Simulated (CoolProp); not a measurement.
Vapour-liquid equilibrium of fluoroethane (R161) (1) + R1234yf (2) at 1610 kPa; x and y are mole fractions of (1).

Values from CoolProp's multi-fluid Helmholtz-energy mixture model, Wu 2012 and Lemmon 2022; pair parameters Bell 2016.

```json
[
 {"x": "0.05", "bubble temperature (K)": "331.4", "y at the bubble point": "0.061", "dew temperature at overall composition x (K)": "331.6", "liquid density (mol/L)": "8.480"},
 {"x": "0.125", "bubble temperature (K)": "330.2", "y at the bubble point": "0.150", "dew temperature at overall composition x (K)": "330.5", "liquid density (mol/L)": "8.781"},
 {"x": "0.2", "bubble temperature (K)": "329.0", "y at the bubble point": "0.236", "dew temperature at overall composition x (K)": "329.5", "liquid density (mol/L)": "9.095"},
 {"x": "0.275", "bubble temperature (K)": "327.9", "y at the bubble point": "0.319", "dew temperature at overall composition x (K)": "328.5", "liquid density (mol/L)": "9.424"},
 {"x": "0.35", "bubble temperature (K)": "326.8", "y at the bubble point": "0.398", "dew temperature at overall composition x (K)": "327.5", "liquid density (mol/L)": "9.769"},
 {"x": "0.425", "bubble temperature (K)": "325.8", "y at the bubble point": "0.475", "dew temperature at overall composition x (K)": "326.4", "liquid density (mol/L)": "10.13"},
 {"x": "0.5", "bubble temperature (K)": "324.8", "y at the bubble point": "0.549", "dew temperature at overall composition x (K)": "325.5", "liquid density (mol/L)": "10.51"},
 {"x": "0.575", "bubble temperature (K)": "323.9", "y at the bubble point": "0.620", "dew temperature at overall composition x (K)": "324.5", "liquid density (mol/L)": "10.92"},
 {"x": "0.65", "bubble temperature (K)": "323.1", "y at the bubble point": "0.690", "dew temperature at overall composition x (K)": "323.6", "liquid density (mol/L)": "11.34"},
 {"x": "0.725", "bubble temperature (K)": "322.3", "y at the bubble point": "0.758", "dew temperature at overall composition x (K)": "322.7", "liquid density (mol/L)": "11.80"},
 {"x": "0.8", "bubble temperature (K)": "321.6", "y at the bubble point": "0.824", "dew temperature at overall composition x (K)": "321.9", "liquid density (mol/L)": "12.28"},
 {"x": "0.875", "bubble temperature (K)": "321.0", "y at the bubble point": "0.890", "dew temperature at overall composition x (K)": "321.1", "liquid density (mol/L)": "12.79"},
 {"x": "0.95", "bubble temperature (K)": "320.4", "y at the bubble point": "0.956", "dew temperature at overall composition x (K)": "320.4", "liquid density (mol/L)": "13.33"}
]
```

No azeotrope shows between x = 0.05 and 0.95.

The pair parameters rest on a limited set of measurements; away from them the model extrapolates.
